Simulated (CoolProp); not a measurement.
Computed with CoolProp (reference Helmholtz-energy equation of state, Lemmon 2006). It is a short technical equation, of lower accuracy than the large ones.

### Question
For C2F6 (R116), give the phase and the Joule-Thomson coefficient (K/MPa), viscosity (µPa s), fugacity coefficient at 377.3 K and 3310 kPa.

### Answer
- 377.3 K and 3310 kPa: supercritical; Joule-Thomson coefficient 4.83, viscosity 20.8, fugacity coefficient 0.863

Viscosity comes from a separate model (Huber 2003), an estimate that may be off by 10 % or more.
